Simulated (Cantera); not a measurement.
A perfectly stirred reactor is fed with H2 : O2 : N2 = 1 : 0.61 : 2.29 (molar parts), equivalence ratio 0.82, at 10.0 bar; it is adiabatic with a 450 K inlet, and is followed from long to short residence time, starting on the burning branch (τ in s: 0.22, 0.055, 0.014, 0.0035, 0.00089, 0.00023, 5.7e-05, 1.5e-05, 3.7e-06).

Detailed kinetics in Cantera: GRI-Mech 3.0 (53 species, 325 reactions). The hydrogen kinetics of GRI-Mech 3.0 are dated; newer H2 mechanisms differ, most at raised pressure.

What does this change do: inlet temperature 450 to 400 K?


```tsv
quantity	before	after
blow-out, bracketed by the residence times tried	burning at 3.70 µs, the shortest tried	burning at 3.70 µs, the shortest tried
x(H2) at τ = 0.220 s	0.00129	0.00105
x(O2) at τ = 0.220 s	0.0290	0.0293
x(NO) at τ = 0.220 s	0.00524	0.00474
x(H) at τ = 0.220 s	0.000126	9.46e-5
x(H2O2) at τ = 0.220 s	7.34e-7	6.76e-7
x(H2) at τ = 0.890 ms	0.00223	0.00205
x(O2) at τ = 0.890 ms	0.0316	0.0317
x(NO) at τ = 0.890 ms	0.000336	0.000240
x(H) at τ = 0.890 ms	0.000261	0.000228
x(H2O2) at τ = 0.890 ms	9.00e-7	8.70e-7
```
